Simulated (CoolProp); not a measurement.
Vapour-liquid equilibrium of ethane (1) + n-butane (2) at -58.45 °C; x and y are mole fractions of (1).

Computed with CoolProp (multi-fluid Helmholtz-energy mixture model, Bücker 2006 and Bücker 2006; pair parameters Kunz 2012).

```csv
x,"bubble pressure, mixture model (MPa)","bubble pressure, Raoult's law (MPa)","y, mixture model","y, Raoult's law"
0.05,(withheld),0.02540,(withheld),0.792
0.15,0.06253,0.06510,0.922,0.927
0.25,0.1023,0.1048,0.957,0.960
0.35,0.1426,0.1445,0.972,0.975
0.45,(withheld),0.1842,0.981,0.983
0.55,(withheld),0.2239,0.987,0.989
0.65,0.2619,0.2636,0.991,0.993
0.75,0.3009,0.3033,(withheld),0.995
0.85,0.3402,0.3430,(withheld),0.998
0.95,0.3810,0.3826,0.999,0.999
```

Problem. Fill in the missing entries.

Solution. 
- 0.05, bubble pressure, mixture model (MPa): 0.02405
- 0.05, y, mixture model: 0.778
- 0.45, bubble pressure, mixture model (MPa): 0.1829
- 0.55, bubble pressure, mixture model (MPa): 0.2227
- 0.75, y, mixture model: 0.994
- 0.85, y, mixture model: 0.997

The largest gap from Raoult's law is -5.3 % in bubble pressure, at x = 0.05. No azeotrope shows between x = 0.05 and 0.95.

The pair parameters rest on a limited set of measurements; away from them the model extrapolates.
